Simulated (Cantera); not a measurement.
Charge: 1 mol toluene, 30 mol H2, 1.1 mol N2, equilibrated at 13.3 mbar.

Cantera equilibrium calculation (NASA polynomials, part measured and part estimated; ideal gas, pure solids and liquids). Candidate condensed phases: C, C6H6, C7H8, C8H18; 110 gas species. Ions and electrons are included (thermal ionisation). Kinetics and transport are ignored.

log p: log10 of the partial pressure in bar; n: condensed amount in mol.

```tsv
T (°C)	log p H2	log p H	log p C	log p N2	log p C3	log p N	log p C2H2 (acetylene)	log p HCN	n C(graphite)
1727	-1.90	-3.74	-10.52	-3.40	-10.56	-10.75	-5.01	-4.48	6.86
2227	___	___	___	___	___	___	___	-3.90	___
2727	-2.48	-2.04	-4.32	-3.79	-3.58	-6.75	-3.74	-3.86	0
3227	-3.39	-1.93	-3.29	-3.82	-3.83	-5.56	-5.59	-4.75	0
3727	___	-1.92	-2.96	-3.81	___	___	___	___	0
4227	-4.93	-1.93	-2.92	-3.88	-7.18	-3.99	-10.37	-7.11	0
4727	-5.47	-1.93	-2.92	-4.22	-8.72	-3.59	-12.30	-8.22	0
```

Question: Fill in the missing entries.

Answer: 
- 2227, log p H2: -1.99
- 2227, log p H: -2.59
- 2227, log p C: -6.78
- 2227, log p N2: -3.51
- 2227, log p C3: -6.30
- 2227, log p N: -8.29
- 2227, log p C2H2 (acetylene): -3.96
- 2227, n C(graphite): 5.92
- 3727, log p H2: -4.25
- 3727, log p C3: -5.33
- 3727, log p N: -4.65
- 3727, log p C2H2 (acetylene): -8.03
- 3727, log p HCN: -5.93
